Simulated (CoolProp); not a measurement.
Saturation properties of nitrous oxide (Tc = 36.4 °C, pc = 7.245 MPa, ω = 0.161).

Values from CoolProp's reference Helmholtz-energy equation of state, Lemmon 2006. It is a short technical equation, of lower accuracy than the large ones.

```csv
T (°C),p (MPa),enthalpy of vaporisation (kJ/kg),surface tension (mN/m)
-57.25,0.4831,336.0,16.8
-48.75,0.6796,324.2,15.0
-40.35,0.9272,311.6,13.2
-31.95,1.236,298.0,11.5
-23.45,1.619,283.0,9.79
-15.05,2.077,266.7,8.16
-6.65,2.622,248.7,6.59
1.85,3.273,227.9,5.05
10.25,4.025,204.1,3.61
18.75,4.911,174.9,2.25
27.15,5.926,136.2,1.03
```

It boils at -88.5 °C under 1 atm.

Surface tension comes from a separate correlation (Mulero 2012).
